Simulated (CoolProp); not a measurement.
A closed Brayton cycle with dry air: compressor inlet 322.15 K and 0.66 MPa, high pressure 1.73 MPa, turbine inlet 930 K, compressor efficiency 0.85, turbine efficiency 0.93, recuperator effectiveness 0.8 (on enthalpy, no pinch check). Each further row changes one setting.

The numbers come from the reference Helmholtz-energy equation of state, Lemmon 2000 in CoolProp. It is a pseudo-pure fit of the blend.

```
case                           thermal efficiency (%)  net work (kJ/kg)  compressor to turbine work  compressor exit (K)  turbine exit (K)
-----------------------------  ----------------------  ----------------  --------------------------  -------------------  ----------------
as stated                                         ___              91.7                        0.57                441.8             738.4
turbine inlet 880 K                              31.4               ___                        0.60                441.8             697.2
compressor inlet 332.15 K                        32.2               ___                        0.59                455.3             738.4
high pressure 1.47 MPa                            ___               ___                         ___                  ___             768.0
recuperator effectiveness 0.5                     ___              91.7                        0.57                441.8             738.4
```

What belongs in the gaps?


- as stated, thermal efficiency (%): 33.2
- turbine inlet 880 K, net work (kJ/kg): 80.1
- compressor inlet 332.15 K, net work (kJ/kg): 88.0
- high pressure 1.47 MPa, thermal efficiency (%): 32.3
- high pressure 1.47 MPa, net work (kJ/kg): 82.3
- high pressure 1.47 MPa, compressor to turbine work: 0.54
- high pressure 1.47 MPa, compressor exit (K): 419.3
- recuperator effectiveness 0.5, thermal efficiency (%): 24.8
